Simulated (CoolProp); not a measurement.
Computed with CoolProp (reference Helmholtz-energy equation of state, Thol 2015).

**Question.** Give the vapour pressure (bar), liquid density (kg/m³), vapour density (kg/m³), enthalpy of vaporisation (kJ/kg) of saturated 1,2-dichloroethane at 42.85, 68.95 °C.

**Answer.** 
| T (°C) | p (bar) | liquid density (kg/m³) | vapour density (kg/m³) | enthalpy of vaporisation (kJ/kg) |
|---|---|---|---|---|
| 42.85 | 0.233 | 1220 | 0.887 | 346 |
| 68.95 | 0.628 | 1180 | 2.23 | 332 |
